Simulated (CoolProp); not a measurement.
A single-stage vapour-compression cycle with R13: evaporating at 204.15 K (dew point), condensing at 249.15 K (bubble point), superheat 8 K, subcooling 2 K, compressor efficiency 0.9, no pressure losses. Each further row changes one setting.

The numbers come from the reference Helmholtz-energy equation of state, Platzer 1990 in CoolProp. This equation is an older, rougher fit; its heat capacities, sound speeds and derivatives of the liquid may be far off and weren't checked against measurements.

```
case                              cooling COP  pressure ratio  discharge temperature (K)  refrigerating effect (kJ/kg)  volumetric capacity (kJ/m³)
--------------------------------  -----------  --------------  -------------------------  ----------------------------  ---------------------------
as stated                                   …            5.39                      280.4                           106                         1250
evaporating temperature 209.15 K            …            4.30                      276.9                           108                            …
condensing temperature 244.15 K             …            4.62                      273.6                           111                         1310
subcooling 7 K                           3.37            5.39                      280.4                           111                         1310
superheat 18 K                           3.20            5.39                      291.1                           111                         1240
compressor efficiency 0.8                2.85            5.39                          …                           106                         1250
```

Fill in the missing entries.


- as stated, cooling COP: 3.21
- evaporating temperature 209.15 K, cooling COP: 3.79
- evaporating temperature 209.15 K, volumetric capacity (kJ/m³): 1570
- condensing temperature 244.15 K, cooling COP: 3.74
- compressor efficiency 0.8, discharge temperature (K): 286.2
